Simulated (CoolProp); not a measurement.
C2F6 (R116) along the isobar 1100 kPa: density (kg/m³) from the reference equation and from simpler models built on Tc = 293.0 K, pc = 3048 kPa, ω = 0.257; each cubic takes its own stable root.

Computed with CoolProp (reference Helmholtz-energy equation of state, Lemmon 2006). It is a short technical equation, of lower accuracy than the large ones.

```csv
T (K),phase,reference,van der Waals,Peng-Robinson
191.1,liquid,1627,1032,1761
214.5,liquid,1520,963.0,1639
237.9,liquid,1396,98.31,1480
261.3,gas,89.24,83.66,90.47
284.7,gas,75.45,73.62,76.74
308,gas,66.58,66.12,67.62
331.4,gas,60.03,60.18,60.84
354.8,gas,54.91,55.33,55.53
378.2,gas,50.74,51.28,51.22
401.6,gas,47.25,47.83,47.61
425,gas,44.26,44.85,44.55
```

At some of these states van der Waals gives the other phase, because its saturation line lies elsewhere.
